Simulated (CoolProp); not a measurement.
Vapour-liquid equilibrium of diethyl ether (1) + acetone (2) at 305.1 K; x and y are mole fractions of (1).

Model: multi-fluid Helmholtz-energy mixture model, Thol 2014 and Lemmon 2006; pair parameters Bell 2016, in CoolProp.

### Question
Give the bubble pressure and the first vapour's composition at x = 0.05, 0.2, 0.425. Is there an azeotrope?

### Answer
x = 0.05: 0.04616 MPa, y = 0.150; x = 0.2: 0.06017 MPa, y = 0.441; x = 0.425: 0.07600 MPa, y = 0.659. No azeotrope shows between x = 0.05 and 0.95.

Pair parameters are fitted to limited data, so mixtures are less certain than the pure fluids.
